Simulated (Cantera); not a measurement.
A Cantera script and its output.

```python
import numpy as np
import cantera as ct

gas = ct.Solution("gri30.yaml")
gas.TPX = 500, 500000, {'CH4': 1, 'O2': 1.33, 'N2': 5.01}
flame = ct.FreeFlame(gas, width=0.013)
flame.set_refine_criteria(ratio=3, slope=0.08, curve=0.16)
flame.transport_model = "mixture-averaged"
flame.solve(loglevel=0, auto=True)
flame.transport_model = "multicomponent"
flame.soret_enabled = False
flame.solve(loglevel=0, refine_grid=True)
z, T = flame.grid, flame.T
thick = (T[-1] - T[0]) / np.gradient(T, z).max()
show = ['CH4', 'O2', 'C2H2', 'H', 'CH2CO', 'CH3']
print(f"laminar burning velocity  {flame.velocity[0] * 100:.3f} cm/s")
print(f"burnt temperature         {T[-1]:.1f} K")
print(f"thermal thickness         {thick * 1e3:.4f} mm")
print(f"grid points               {len(z)}")
z0 = z[flame.heat_release_rate.argmax()]
print(f"{'z/mm':>9s}{'T/K':>9s}{'u/(m/s)':>9s}" + "".join(f"{s:>11s}" for s in show))
rows = []
for k in (-3, -2, -1.5, -1, -0.5, -0.25, 0, 0.25, 0.5, 1, 2, 4, 8):
    zz = z0 + k * thick
    rows.append([k * thick, np.interp(zz, z, T), np.interp(zz, z, flame.velocity),
                 *(np.interp(zz, z, flame.X[gas.species_index(s)]) for s in show)])
    print(f"{rows[-1][0] * 1e3:9.3f}{rows[-1][1]:9.1f}{rows[-1][2]:9.3f}" + "".join(f"{x:11.3e}" for x in rows[-1][3:]))
```

Result:

```
laminar burning velocity  18.157 cm/s
burnt temperature         2042.9 K
thermal thickness         0.2872 mm
grid points               121
     z/mm      T/K  u/(m/s)        CH4         O2       C2H2          H      CH2CO        CH3
   -0.862    501.2    0.183  1.356e-01  1.804e-01  2.030e-07  5.198e-16  2.287e-08  5.504e-10
   -0.574    510.9    0.187  1.342e-01  1.787e-01  2.910e-06  9.054e-14  4.459e-07  5.650e-09
   -0.431    540.5    0.200  1.315e-01  1.756e-01  1.460e-05  2.952e-12  2.708e-06  2.669e-08
   -0.287    673.9    0.252  1.210e-01  1.636e-01  9.910e-05  8.585e-10  2.429e-05  4.169e-07
   -0.144   1121.8    0.429  8.446e-02  1.184e-01  6.273e-04  2.598e-06  2.078e-04  6.396e-05
   -0.072   1487.7    0.576  5.161e-02  7.504e-02  1.384e-03  4.170e-05  4.782e-04  5.509e-04
    0.000   1825.4    0.715  2.118e-02  3.058e-02  3.114e-03  3.095e-04  4.942e-04  1.608e-03
    0.072   1987.3    0.782  8.711e-03  8.993e-03  4.242e-03  5.487e-04  1.739e-04  1.261e-03
    0.144   2037.9    0.802  5.342e-03  2.843e-03  4.238e-03  4.959e-04  6.744e-05  7.370e-04
    0.287   2058.6    0.811  3.477e-03  4.452e-04  3.892e-03  3.499e-04  2.272e-05  3.438e-04
    0.574   2058.5    0.812  2.296e-03  2.615e-05  3.222e-03  2.896e-04  1.159e-05  1.814e-04
    1.149   2053.2    0.812  1.423e-03  3.623e-07  2.118e-03  2.835e-04  6.929e-06  1.042e-04
    2.298   2048.0    0.812  7.473e-04  1.461e-07  8.967e-04  2.797e-04  2.856e-06  5.139e-05
```

Model: GRI-Mech 3.0 (53 species, 325 reactions), integrated in Cantera. Burning velocities carry a grid error of a few per cent, more on coarse grids.
